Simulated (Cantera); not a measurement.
## Equilibrium for silicon epitaxy and polysilicon growth: SiH4 + HCl + H2

Input: 1 mol SiH4, 0.16 mol HCl, 20 mol H2, held at 1198 K and 3.50 mbar.

Method: chemical equilibrium by Gibbs-energy minimisation in Cantera with the NASA 1993 tables (ideal gas, pure condensed phases). Candidate condensed phases: Si; 19 gas species. Equilibrium is a limit: real reactors are often held back by kinetics, nucleation or transport.

The x(H2) comes out as 0.993. The x(HCl) comes out as 0.00698. The x(SiCl2) comes out as 0.000116. The x(H) comes out as 3.20e-6 and the x(SiCl3) is 1.39e-6. The n(Si(s)) is 0.997 mol and the gas amount is 22.16 mol.
